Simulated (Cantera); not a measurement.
A closed system holds: 1 mol Ta₂O₅, 1.1 mol CH₄, 1.6 mol CO, equilibrated at 0.0825 Torr.

Equilibrium computed with Cantera from the NASA thermochemical tables; the gas is ideal and each condensed phase is pure. Candidate condensed phases: C, C₆H₆, C₇H₈, C₈H₁₈, H₂O, Ta, TaC, Ta₂O₅; 113 gas species. Mutual solubility and eutectic melting of coexisting phases are not modelled. Condensed phases not in the tables: Ta₂C, N, O or C dissolved in the metal. Kinetics and transport are ignored.

Problem. What share of the Ta ends up in condensed phases as a function of T (°C), at 1627, 1727, 1827, 1927, 2027, 2127, 2227, 2327?

Solution. 
```tsv
T (°C)	Ta condensed (%)	as
1627	99.5	Ta(s) + Ta₂O₅(s)
1727	97.0	Ta(s) + Ta₂O₅(s)
1827	84.0	Ta(s) + Ta₂O₅(l)
1927	17.5	Ta₂O₅(l)
2027	0.0	-
2127	0.0	-
2227	0.0	-
2327	0.0	-
```
